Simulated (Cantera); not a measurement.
Gas mixture: 100 % N₂O, at 5.85 Torr, frozen composition.

Cantera's kinetic-theory transport with the Lennard-Jones parameters of GRI-Mech 3.0, ideal gas; thermal conductivity in the mixture-averaged form. The composition is frozen, though it would react at the higher temperatures.

One state of this run: ρ (kg/m³) = 0.00413; cp (J/kg/K) = 1255; μ (µPa s) = 40.0; λ (mW/m/K) = 68.0; Pr = 0.739; D (cm²/s) NH₃ = 201; D (cm²/s) N₂ = 167; D (cm²/s) H₂ = 658. D: mixture-averaged diffusion coefficient of that species in the mixture.

Question: Which value of T (K) does it belong to?
A) 600
B) 1000
C) 1200
D) 400

Answer: B, 1000
